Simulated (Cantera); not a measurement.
What does this Cantera script print?

```python
import numpy as np
import cantera as ct

gas = ct.Solution("h2o2.yaml")
gas.TPX = 1300, 100000, {'H2': 1, 'O2': 0.357, 'N2': 1.34}
reactor = ct.IdealGasConstPressureReactor(gas, energy="on", clone=False)
net = ct.ReactorNet([reactor])
net.rtol, net.atol = 1e-08, 1e-16
show = ['H2', 'O2', 'O', 'OH', 'H2O2', 'HO2']
times = np.geomspace(4e-06, 5, 16)

steps = ct.SolutionArray(gas, extra=["t"])
rows = []
print(f"{'t/s':>10s}{'T/K':>9s}{'P/Pa':>11s}" + "".join(f"{s:>11s}" for s in show))
for t in times:
    while net.time < t:
        t_next = net.step()
        steps.append(gas.state, t=t_next)
    rows.append([np.interp(t, steps.t, y) for y in (steps.T, steps.P, *steps(*show).X.T)])
    print(f"{t:10.3e}{rows[-1][0]:9.1f}{rows[-1][1]:11.4g}" + "".join(f"{x:11.3e}" for x in rows[-1][2:]))
rate = np.gradient(steps.T, steps.t)
print("integrator steps:", len(steps.t))
if steps.T.max() > steps.T[0] + 200:
    print(f"time of steepest temperature rise: {steps.t[rate.argmax()]:.4e} s")
gas.TPX = 1300, 100000, {'H2': 1, 'O2': 0.357, 'N2': 1.34}
gas.equilibrate("HP")
print(f"equilibrium (HP): T = {gas.T:.1f} K  " + "  ".join(f"{s} {gas[s].X[0]:.3e}" for s in show))
```

It prints:

```
       t/s      T/K       P/Pa         H2         O2          O         OH       H2O2        HO2
 4.000e-06   1300.0      1e+05  3.708e-01  1.324e-01  2.203e-08  1.392e-08  8.341e-10  9.111e-08
 1.020e-05   1300.0      1e+05  3.708e-01  1.324e-01  6.865e-07  4.320e-07  9.788e-09  7.881e-07
 2.600e-05   1366.8      1e+05  3.141e-01  1.094e-01  3.275e-03  2.383e-03  1.164e-06  5.436e-05
 6.629e-05   2346.2      1e+05  1.174e-01  8.271e-03  9.877e-03  2.420e-02  2.207e-07  3.546e-06
 1.690e-04   2696.5      1e+05  1.208e-01  3.789e-03  4.316e-03  2.119e-02  1.640e-07  2.101e-06
 4.309e-04   2802.1      1e+05  1.210e-01  2.543e-03  2.843e-03  1.853e-02  1.710e-07  1.736e-06
 1.099e-03   2805.8      1e+05  1.210e-01  2.501e-03  2.795e-03  1.842e-02  1.712e-07  1.720e-06
 2.801e-03   2805.8      1e+05  1.210e-01  2.501e-03  2.795e-03  1.842e-02  1.712e-07  1.720e-06
 7.141e-03   2805.8      1e+05  1.210e-01  2.501e-03  2.795e-03  1.842e-02  1.712e-07  1.720e-06
 1.821e-02   2805.8      1e+05  1.210e-01  2.501e-03  2.795e-03  1.842e-02  1.712e-07  1.720e-06
 4.642e-02   2805.8      1e+05  1.210e-01  2.501e-03  2.795e-03  1.842e-02  1.712e-07  1.720e-06
 1.183e-01   2805.8      1e+05  1.210e-01  2.501e-03  2.795e-03  1.842e-02  1.712e-07  1.720e-06
 3.017e-01   2805.8      1e+05  1.210e-01  2.501e-03  2.795e-03  1.842e-02  1.712e-07  1.720e-06
 7.692e-01   2805.8      1e+05  1.210e-01  2.501e-03  2.795e-03  1.842e-02  1.712e-07  1.720e-06
 1.961e+00   2805.8      1e+05  1.210e-01  2.501e-03  2.795e-03  1.842e-02  1.712e-07  1.720e-06
 5.000e+00   2805.8      1e+05  1.210e-01  2.501e-03  2.795e-03  1.842e-02  1.712e-07  1.720e-06
integrator steps: 1157
time of steepest temperature rise: 2.8695e-05 s
equilibrium (HP): T = 2805.8 K  H2 1.210e-01  O2 2.501e-03  O 2.795e-03  OH 1.842e-02  H2O2 1.712e-07  HO2 1.720e-06
```

Cantera simulation using the H2/O2 subset of GRI-Mech 3.0, which has no nitrogen chemistry; the numbers are that mechanism's predictions, not measurements.
